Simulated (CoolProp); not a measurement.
Properties of ammonia along the isobar 337 bar (Tc = 132.4 °C, pc = 113.6 bar, ω = 0.256).

The numbers come from the reference Helmholtz-energy equation of state, Gao 2020 in CoolProp.

```csv
T (°C),phase,cp (kJ/(kg K)),cv (kJ/(kg K)),speed of sound (m/s),Joule-Thomson coefficient (K/MPa),fugacity coefficient
57.05,liquid,4.629,2.747,1348,-0.08841,0.08430
66.75,liquid,4.683,2.735,1290,-0.06485,0.1029
76.35,liquid,4.745,2.724,1233,-0.03778,0.1235
86.05,liquid,4.817,2.714,1176,-0.005855,0.1465
95.65,liquid,4.898,2.705,1119,0.03122,0.1713
105.35,liquid,4.993,2.697,1062,0.07545,0.1982
114.95,liquid,5.103,2.689,1006,0.1275,0.2266
124.65,liquid,5.232,2.683,949.1,0.1904,0.2568
134.25,supercritical,5.383,2.679,893.6,0.2654,0.2880
143.95,supercritical,5.562,2.675,838.4,0.3571,0.3204
153.55,supercritical,5.768,2.673,785.4,0.4671,0.3532
163.25,supercritical,6.005,2.672,734.2,0.6011,0.3867
172.85,supercritical,6.258,2.672,687.2,0.7589,0.4199
```
